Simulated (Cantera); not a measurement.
C2H6 + CO2 + H2 + H2O (carbon deposition, reforming and gasification)

Feed: 1 mol C2H6, 0.75 mol CO2, 82 mol H2, a varied amount of H2O, equilibrated at 1.05 Torr.

Method: chemical equilibrium by Gibbs-energy minimisation in Cantera with the NASA 1993 tables (ideal gas, pure condensed phases). Candidate condensed phases: C, C6H6, C7H8, C8H18, H2O; 110 gas species. The numbers say what is thermodynamically allowed, not how fast it happens.

Stable condensed phases:

```
T in K \ n(H2O) in mol
         0.037 0.054 0.079  0.11  0.17  0.24  0.35  0.51  0.74   1.1
   2475      A     A     A     A     A     A     A     A     A     A
   2375      B     B     B     B     B     B     A     A     A     A
   2275      B     B     B     B     B     B     B     B     A     A
   2175      B     B     B     B     B     B     B     B     B     A
   2075      B     B     B     B     B     B     B     B     B     A
   1975      B     B     B     B     B     B     B     B     B     B
   1875      B     B     B     B     B     B     B     B     B     B
   1775      B     B     B     B     B     B     B     B     B     B
   1675      B     B     B     B     B     B     B     B     B     B
   1575      B     B     B     B     B     B     B     B     B     B
   1475      B     B     B     B     B     B     B     B     B     B
```

A: gas only; B: C.
